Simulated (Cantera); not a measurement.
A freely propagating, adiabatic, planar premixed flame of CH₃OH : O₂ : N₂ = 1 : 1.07 : 4.03 (molar parts), unburnt at 673 K and 500000 Pa; mixture-averaged transport, grid criteria slope 0.08 and curve 0.16, no radiation.

Model: GRI-Mech 3.0 (53 species, 325 reactions), integrated in Cantera. GRI-Mech 3.0 was tuned for natural gas; its chemistry of methanol as a main component is partial and can be far from experiment. Burning velocities carry a grid error of a few per cent, more on coarse grids.

Question: How do the results move with these cheaper or finer settings: unity-Lewis-number transport; multicomponent transport; multicomponent+Soret transport; grid criteria slope 0.5, curve 1; grid criteria slope 0.25, curve 0.5; grid criteria slope 0.03, curve 0.06?

Answer: 
```csv
setting,laminar burning velocity,thermal thickness,peak x(CH₂CO),peak x(CH₃),grid points
as above,142 cm/s,0.0539 mm,1.78e-5,0.000299,145
unity-Lewis-number transport,94.2 cm/s,0.0742 mm,1.23e-5,0.000302,139
multicomponent transport,142 cm/s,0.0547 mm,1.78e-5,0.000300,145
multicomponent+Soret transport,139 cm/s,0.0550 mm,1.76e-5,0.000292,145
"grid criteria slope 0.5, curve 1",164 cm/s,0.0599 mm,1.84e-5,0.000325,36
"grid criteria slope 0.25, curve 0.5",150 cm/s,0.0561 mm,1.79e-5,0.000307,61
"grid criteria slope 0.03, curve 0.06",138 cm/s,0.0536 mm,1.76e-5,0.000295,316
```
The base run took roughly 18 core-seconds.
Unity Lewis numbers drop preferential diffusion, which matters most where H2 and H carry the flame; Soret adds thermal diffusion.
